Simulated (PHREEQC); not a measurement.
Make-up at 25 °C: 0.074 mol/kgw NH4Br and 3.3e-05 mol/kgw (NH4)2HPO4. Closed to the air; pH follows from the charge balance.

Computed with PHREEQC (ion-association model, phreeqc.dat).

| quantity | before | after |
|---|---|---|
| pH | 5.98 | 4.66 |
| NH3 (mol/kgw) | 3.08e-5 | 5.94e-5 |
| H2PO4- (mol/kgw) | 2.95e-5 | 3.26e-5 |
| HPO4-2 (mol/kgw) | 3.45e-6 | 2.68e-7 |

Q: Which change was made?
(A) 0.0024 mol/kgw Na2CO3 added
(B) diluted 100-fold with water
(C) NH4Br from 0.074 to 0.0074 mol/kgw
(D) temperature from 25 to 90 °C
(E) (NH4)2HPO4 from 3.3e-05 to 1.65e-05 mol/kgw

A: D, temperature from 25 to 90 °C

Precipitation was switched off in this run. At this temperature some constants are extrapolated from 25 °C, and those without enthalpy data are left unchanged.
